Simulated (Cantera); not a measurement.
## Counterflow diffusion flame

A counterflow diffusion flame at 100000 Pa, nozzles 20 mm apart: fuel side CH₄ : C₂H₆ = 1 : 1.4 (molar parts) at 350 K, oxidiser side O₂ : N₂ = 0.2 : 0.8 (molar parts) at 325 K, fuel mass flux 1 times the oxidiser's; mixture-averaged transport, no radiation.

Computed with Cantera and GRI-Mech 3.0 (53 species, 325 reactions). GRI-Mech 3.0 has no aromatics or soot, which form on the fuel side of real flames. The maximum strain rate includes the flame's own expansion and is several times the mean.

```
oxidiser flux (kg/m²/s)  max strain (1/s)  mean strain (1/s)  T max (K)  peak x OH  peak x H  peak x NO  peak x CO  peak x C₂H₂
-----------------------  ----------------  -----------------  ---------  ---------  --------  ---------  ---------  -----------
0.25                                  170               26.7       1981    0.00597   0.00355   0.000185     0.0474       0.0258
0.32                                  211               34.2       1967    0.00594   0.00371   0.000174     0.0475       0.0246
0.41                                  262               43.9       1952    0.00589   0.00387   0.000162     0.0476       0.0234
0.53                                  330               56.7       1939    0.00584   0.00403   0.000149     0.0480       0.0222
0.69                                  418               73.8       1924    0.00576   0.00418   0.000134     0.0484       0.0210
0.88                                  520               94.1       1909    0.00564   0.00429   0.000118     0.0488       0.0198
1.1                                   635                118       1894    0.00550   0.00437   0.000104     0.0494       0.0185
1.5                                   837                160       1869    0.00521   0.00441    8.18e-5     0.0504       0.0165
1.9                                  1030                203       1847    0.00490   0.00436    6.43e-5     0.0514       0.0147
2.4                                  1270                257       1819    0.00450   0.00420    4.67e-5     0.0528       0.0127
```
x: mole fraction; the columns are a selection and need not sum to one.
